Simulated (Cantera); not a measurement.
A Cantera script and its output.

```python
import numpy as np
import cantera as ct

gas = ct.Solution("gri30.yaml")
gas.TPX = 1623, 1700000, {'CH4': 1, 'O2': 1.67, 'N2': 6.27}
reactor = ct.IdealGasReactor(gas, energy="on", clone=False)
net = ct.ReactorNet([reactor])
net.rtol, net.atol = 1e-08, 1e-16
show = ['CH4', 'O2', 'H', 'NO2', 'CO2', 'CO', 'HCO']
times = np.geomspace(4e-06, 0.8, 15)

steps = ct.SolutionArray(gas, extra=["t"])
rows = []
print(f"{'t/s':>10s}{'T/K':>9s}{'P/Pa':>11s}" + "".join(f"{s:>11s}" for s in show))
for t in times:
    while net.time < t:
        t_next = net.step()
        steps.append(gas.state, t=t_next)
    rows.append([np.interp(t, steps.t, y) for y in (steps.T, steps.P, *steps(*show).X.T)])
    print(f"{t:10.3e}{rows[-1][0]:9.1f}{rows[-1][1]:11.4g}" + "".join(f"{x:11.3e}" for x in rows[-1][2:]))
rate = np.gradient(steps.T, steps.t)
print("integrator steps:", len(steps.t))
if steps.T.max() > steps.T[0] + 200:
    print(f"time of steepest temperature rise: {steps.t[rate.argmax()]:.4e} s")
gas.TPX = 1623, 1700000, {'CH4': 1, 'O2': 1.67, 'N2': 6.27}
gas.equilibrate("UV")
print(f"equilibrium (UV): T = {gas.T:.1f} K  " + "  ".join(f"{s} {gas[s].X[0]:.3e}" for s in show))
```

Result:

```
       t/s      T/K       P/Pa        CH4         O2          H        NO2        CO2         CO        HCO
 4.000e-06   1622.9    1.7e+06  1.117e-01  1.867e-01  1.574e-07  1.673e-15  4.679e-08  8.574e-07  1.814e-09
 9.565e-06   1624.6  1.702e+06  1.111e-01  1.864e-01  4.750e-07  4.115e-14  8.900e-07  2.483e-05  2.363e-08
 2.287e-05   1642.4  1.721e+06  1.073e-01  1.840e-01  2.141e-06  1.781e-12  1.353e-05  6.141e-04  2.784e-07
 5.470e-05   3240.9  3.619e+06  5.686e-12  6.224e-03  9.507e-03  3.904e-06  4.064e-02  6.429e-02  1.342e-06
 1.308e-04   3234.6  3.612e+06  5.980e-12  5.848e-03  9.420e-03  4.714e-06  4.032e-02  6.459e-02  1.341e-06
 3.128e-04   3234.6  3.612e+06  5.980e-12  5.848e-03  9.420e-03  4.714e-06  4.032e-02  6.459e-02  1.341e-06
 7.480e-04   3234.6  3.612e+06  5.980e-12  5.848e-03  9.420e-03  4.714e-06  4.032e-02  6.459e-02  1.341e-06
 1.789e-03   3234.6  3.612e+06  5.980e-12  5.848e-03  9.420e-03  4.714e-06  4.032e-02  6.459e-02  1.341e-06
 4.278e-03   3234.6  3.612e+06  5.980e-12  5.848e-03  9.420e-03  4.714e-06  4.032e-02  6.459e-02  1.341e-06
 1.023e-02   3234.6  3.612e+06  5.980e-12  5.848e-03  9.420e-03  4.714e-06  4.032e-02  6.459e-02  1.341e-06
 2.446e-02   3234.6  3.612e+06  5.980e-12  5.848e-03  9.420e-03  4.714e-06  4.032e-02  6.459e-02  1.341e-06
 5.850e-02   3234.6  3.612e+06  5.980e-12  5.848e-03  9.420e-03  4.714e-06  4.032e-02  6.459e-02  1.341e-06
 1.399e-01   3234.6  3.612e+06  5.980e-12  5.848e-03  9.420e-03  4.714e-06  4.032e-02  6.459e-02  1.341e-06
 3.345e-01   3234.6  3.612e+06  5.980e-12  5.848e-03  9.420e-03  4.714e-06  4.032e-02  6.459e-02  1.341e-06
 8.000e-01   3234.6  3.612e+06  5.980e-12  5.848e-03  9.420e-03  4.714e-06  4.032e-02  6.459e-02  1.341e-06
integrator steps: 1946
time of steepest temperature rise: 3.9633e-05 s
equilibrium (UV): T = 3234.6 K  CH4 7.155e-12  O2 5.848e-03  H 9.420e-03  NO2 4.714e-06  CO2 4.032e-02  CO 6.459e-02  HCO 1.341e-06
```

Detailed kinetics in Cantera: GRI-Mech 3.0 (53 species, 325 reactions). The pressure lies above the range GRI-Mech 3.0 was tuned for (to about 10 atm). Above 3000 K some thermodynamic fits are extrapolated.
